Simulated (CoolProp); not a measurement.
Model: reference Helmholtz-energy equation of state, Zhou 2012, in CoolProp.

Give the vapour pressure (kPa), surface tension (mN/m), liquid viscosity (µPa s) of saturated m-xylene at 553.9 K.


| T (K) | p (kPa) | surface tension (mN/m) | liquid viscosity (µPa s) |
|---|---|---|---|
| 553.9 | 1560 | 3.67 | 82.9 |

Viscosity comes from a separate model (Cao 2016). Surface tension comes from a separate correlation (Mulero 2014).
